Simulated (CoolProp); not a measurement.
A closed Brayton cycle with nitrogen: compressor inlet 331.15 K and 4.5 MPa, high pressure 15.7 MPa, turbine inlet 940 K, compressor efficiency 0.89, turbine efficiency 0.85, recuperator effectiveness 0.8 (on enthalpy, no pinch check). Each further row changes one setting.

Values from CoolProp's reference Helmholtz-energy equation of state, Span 2000.

```tsv
case	thermal efficiency (%)	net work (kJ/kg)	compressor to turbine work	compressor exit (K)	turbine exit (K)
as stated	28.6	89.5	0.66	492.6	716.2
turbine inlet 890 K	26.0	___	0.70	492.6	676.3
compressor inlet 341.15 K	27.2	84.2	___	507.1	716.2
high pressure 13.3 MPa	___	86.2	0.63	___	742.4
recuperator effectiveness 0.5	23.2	89.5	0.66	492.6	716.2
```

Problem. Some entries are withheld; supply them.

Solution. 
- turbine inlet 890 K, net work (kJ/kg): 75.5
- compressor inlet 341.15 K, compressor to turbine work: 0.68
- high pressure 13.3 MPa, thermal efficiency (%): 29.3
- high pressure 13.3 MPa, compressor exit (K): 467.8
